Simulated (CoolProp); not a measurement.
Properties of isohexane along the isotherm 511.6 K (Tc = 497.7 K, pc = 30.43 bar, ω = 0.280).

The numbers come from the reference Helmholtz-energy equation of state, Lemmon 2006 in CoolProp. It is a short technical equation, of lower accuracy than the large ones.

| p (bar) | phase | Z | isothermal compressibility (1/MPa) | expansivity (1/kK) |
|---|---|---|---|---|
| 10.1 | gas | 0.8866 | 1.129 | 2.946 |
| 20.3 | gas | 0.7445 | 0.7071 | 5.278 |
| 30.4 | gas | 0.5440 | 0.8071 | 15.18 |
| 40.6 | supercritical | 0.2645 | 0.3324 | 23.22 |
| 50.7 | supercritical | 0.2815 | 0.08605 | 8.851 |
| 60.9 | supercritical | 0.3167 | 0.04890 | 6.053 |
| 71 | supercritical | 0.3543 | 0.03437 | 4.812 |
| 81.1 | supercritical | 0.3926 | 0.02656 | 4.084 |
| 91.3 | supercritical | 0.4313 | 0.02165 | 3.592 |
| 101 | supercritical | 0.4680 | 0.01843 | 3.251 |
| 112 | supercritical | 0.5094 | 0.01578 | 2.957 |
| 122 | supercritical | 0.5467 | 0.01397 | 2.746 |
| 132 | supercritical | 0.5837 | 0.01254 | 2.573 |
| 142 | supercritical | 0.6205 | 0.01138 | 2.428 |
| 152 | supercritical | 0.6570 | 0.01043 | 2.305 |
